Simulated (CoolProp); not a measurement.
Computed with CoolProp (reference Helmholtz-energy equation of state, Smukala 2000).

Q: For ethylene, give the phase and the density (kg/m³), Joule-Thomson coefficient (K/MPa), isothermal compressibility (1/MPa) at 223.9 K and 28900 kPa; 239.5 K and 28900 kPa; 270.8 K and 28900 kPa.

A: 
- 223.9 K and 28900 kPa: liquid; density 528, Joule-Thomson coefficient -0.390, isothermal compressibility 0.00231
- 239.5 K and 28900 kPa: liquid; density 508, Joule-Thomson coefficient -0.340, isothermal compressibility 0.00281
- 270.8 K and 28900 kPa: liquid; density 468, Joule-Thomson coefficient -0.203, isothermal compressibility 0.00426
